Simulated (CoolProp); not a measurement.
Computed with CoolProp (reference Helmholtz-energy equation of state, Thol 2015).

### Question
For octamethylcyclotetrasiloxane (D4), give the phase and the Z, fugacity coefficient at 410.2 K and 4.01 MPa; 571.2 K and 4.81 MPa; 496.8 K and 0.437 MPa.

### Answer
- 410.2 K and 4.01 MPa: liquid; Z 0.420, fugacity coefficient 0.0123
- 571.2 K and 4.81 MPa: liquid; Z 0.483, fugacity coefficient 0.230
- 496.8 K and 0.437 MPa: liquid; Z 0.0453, fugacity coefficient 0.590
